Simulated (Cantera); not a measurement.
A closed system holds: 1 mol B2O3, 4.1 mol H2, at 1523.15 K and 1000 Pa.

Equilibrium computed with Cantera from the NASA thermochemical tables; the gas is ideal and each condensed phase is pure. Candidate condensed phases: B, B2O3, B3O3H3, H2O; 23 gas species. Kinetics and transport are ignored.

**Question.** What is the equilibrium state?

**Answer.** x(H2): 0.981
x(HBO): 0.00753
x(HBO2): 0.00721
x(B2O3): 0.00346
x(H2O): 0.000591
x(B2O2): 0.000405
x(H): 0.000229
x(BO): 4.44e-5
x(B3O3H3): 3.05e-6
n(B2O3(l)): 0.953 mol
gas amount: 4.147 mol
log10 activity of B(s) (absent): -2.34
log10 activity of B3O3H3(s) (absent): -11.48
